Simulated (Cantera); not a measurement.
Input (Python, Cantera) and output of one run.

```python
import numpy as np
import cantera as ct

gas_names = """
    F F2 FS2F,fluorodisu H HF H2 H2F2 H2S H3F3 H4F4 H5F5 H6F6 H7F7 N NF NF2 NF3 NH NH2 NH3 N2 N2H2 N2H4
    S SF SF2 SF3 SF4 SF5 SF6 SH SN S2 S2F2,thiothiony S8
""".split()
cond_names = """
    S(cr1) S(cr2) S(L)
""".split()


def load(file, names, dense=False):
    # The tables refer to 1 bar. Condensed volumes are neglected.
    table = {s.name: s for s in ct.Species.list_from_file(file)}
    out = []
    for n in names:
        d = dict(table[n].input_data)
        d["thermo"] = dict(d["thermo"], **{"reference-pressure": 1e5})
        if dense:
            d["equation-of-state"] = {"model": "constant-volume", "density": "1e6 g/cm^3"}
        out.append(ct.Species.from_dict(d))
    return out


gas = ct.Solution(thermo="ideal-gas", species=load("nasa_gas.yaml", gas_names))
cond = {s.name: ct.Solution(thermo="fixed-stoichiometry", species=[s], name=s.name)
        for s in load("nasa_condensed.yaml", cond_names, dense=True)}
atoms = {
    'SF6': {'S': 1, 'F': 6},
    'H2': {'H': 2},
    'N2': {'N': 2},
    'NH3': {'N': 1, 'H': 3},
}
top_T = {}  # K; cautious upper limits of use, not melting points


def equilibrate(T, P, feed):
    n = {}
    for name, mol in feed.items():
        for a, k in atoms[name].items():
            n[a] = n.get(a, 0.0) + k * mol
    gas.TPX = T, P, n
    mass = sum(n.values()) * gas.mean_molecular_weight
    gas.equilibrate("TP")
    valid = [c for c in cond.values() if c.min_temp <= T <= top_T.get(c.name, c.max_temp)]
    mix = ct.Mixture([(gas, mass / gas.mean_molecular_weight)] + [(c, 0.0) for c in valid])
    mix.T, mix.P = T, P
    mix.equilibrate("TP", solver="vcs", rtol=1e-11, max_steps=5000)
    return mix


results = []
feed = {'SF6': 1, 'H2': 2.6, 'N2': 0.44, 'NH3': 0.002}  # mol
P = 133.322  # Pa
for T in [1550, 1700, 1850, 2000, 2150, 2300, 2450]:
    mix = equilibrate(T, P, feed)
    results.append((T, P, feed, dict(zip(mix.species_names, mix.species_moles))))

top = {s: max(r[3][s] / sum(r[3][g] for g in gas_names) for r in results) for s in gas_names}
cols = sorted((s for s in top if top[s] > 1e-06), key=lambda s: -top[s])[:9]
seen = [c for c in cond_names if any(r[3].get(c, 0) > 1e-12 for r in results)]
print("log10 of partial pressures in bar; condensed amounts in mol")
print(f"{'T/K':>10s}" + "".join(f"{s[:9]:>10s}" for s in cols + seen))
for T, P, feed, n in results:
    ng = sum(n[g] for g in gas_names)
    print(f"{T:10.4g}" + "".join(f"{np.log10(max(n[s] / ng * P / 1e5, 1e-99)):10.3f}" for s in cols)
          + "".join(f"{n.get(c, 0):10.4g}" for c in seen))
```

Output:

```
log10 of partial pressures in bar; condensed amounts in mol
       T/K        HF         F         S        N2        S2       SF2 S2F2,thio        SF         H
      1550    -2.960    -5.060    -6.284    -4.032    -4.276    -4.270    -4.639    -5.416   -11.313
      1700    -2.973    -4.333    -5.590    -4.045    -4.179    -4.339    -5.142    -5.040   -10.311
      1850    -2.992    -3.946    -5.009    -4.064    -4.102    -4.844    -6.010    -4.949    -9.256
      2000    -3.003    -3.851    -4.554    -4.075    -4.113    -5.781    -7.293    -5.146    -8.116
      2150    -3.010    -3.838    -4.208    -4.082    -4.215    -6.773    -8.627    -5.431    -7.061
      2300    -3.018    -3.838    -3.968    -4.090    -4.427    -7.720    -9.931    -5.752    -6.135
      2450    -3.028    -3.830    -3.836    -4.098    -4.769    -8.615   -11.219    -6.105    -5.330
```

Cantera equilibrium calculation (NASA polynomials, part measured and part estimated; ideal gas, pure solids and liquids). The tables' values for S2F2 (SSF2), SF3, FS2F (FSSF) are old estimates; treat these amounts as uncertain.
